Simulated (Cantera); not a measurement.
An adiabatic, constant-pressure homogeneous reactor starts with CO : H2 : CH4 : O2 : N2 = 1 : 0.042 : 0.047 : 1.86 : 7.01 (molar parts), at 1598 K and 1.30 bar. Integrator tolerance rtol = 1e-08.

Detailed kinetics in Cantera: GRI-Mech 3.0 (53 species, 325 reactions).

Question: What does this change do: constant volume in place of constant pressure?

Answer: 
```
quantity                                                              before                                      after
---------------------------------  -----------------------------------------  -----------------------------------------
time of steepest temperature rise                                    43.9 µs                                    43.9 µs
temperature at 3.00 s                                                 2388 K                                     2519 K
equilibrium temperature                                               2388 K                                     2519 K
x(CO) at 3.00 s                      0.00519 (gas-phase equilibrium 0.00519)    0.00846 (gas-phase equilibrium 0.00846)
x(H2) at 3.00 s                    0.000107 (gas-phase equilibrium 0.000107)  0.000161 (gas-phase equilibrium 0.000161)
x(CH4) at 3.00 s                       <1e-12 (gas-phase equilibrium <1e-12)      <1e-12 (gas-phase equilibrium <1e-12)
x(CO2) at 3.00 s                         0.105 (gas-phase equilibrium 0.105)        0.102 (gas-phase equilibrium 0.102)
x(CH2) at 3.00 s                       <1e-12 (gas-phase equilibrium <1e-12)      <1e-12 (gas-phase equilibrium <1e-12)
x(H2O2) at 3.00 s                    2.80e-8 (gas-phase equilibrium 2.80e-8)    4.34e-8 (gas-phase equilibrium 4.34e-8)
x(HCN) at 3.00 s                   1.05e-12 (gas-phase equilibrium 1.05e-12)  4.97e-12 (gas-phase equilibrium 4.97e-12)
```

Question: What does this change do: N2 7.01 to 13 parts?

Answer: 
```
quantity                                                              before                                      after
---------------------------------  -----------------------------------------  -----------------------------------------
time of steepest temperature rise                                    43.9 µs                                    69.4 µs
temperature at 3.00 s                                                 2388 K                                     2135 K
equilibrium temperature                                               2388 K                                     2135 K
x(CO) at 3.00 s                      0.00519 (gas-phase equilibrium 0.00519)  0.000805 (gas-phase equilibrium 0.000805)
x(H2) at 3.00 s                    0.000107 (gas-phase equilibrium 0.000107)    1.99e-5 (gas-phase equilibrium 1.99e-5)
x(CH4) at 3.00 s                       <1e-12 (gas-phase equilibrium <1e-12)      <1e-12 (gas-phase equilibrium <1e-12)
x(CO2) at 3.00 s                         0.105 (gas-phase equilibrium 0.105)      0.0670 (gas-phase equilibrium 0.0670)
x(CH2) at 3.00 s                       <1e-12 (gas-phase equilibrium <1e-12)      <1e-12 (gas-phase equilibrium <1e-12)
x(H2O2) at 3.00 s                    2.80e-8 (gas-phase equilibrium 2.80e-8)    7.49e-9 (gas-phase equilibrium 7.49e-9)
x(HCN) at 3.00 s                   1.05e-12 (gas-phase equilibrium 1.05e-12)      <1e-12 (gas-phase equilibrium <1e-12)
```
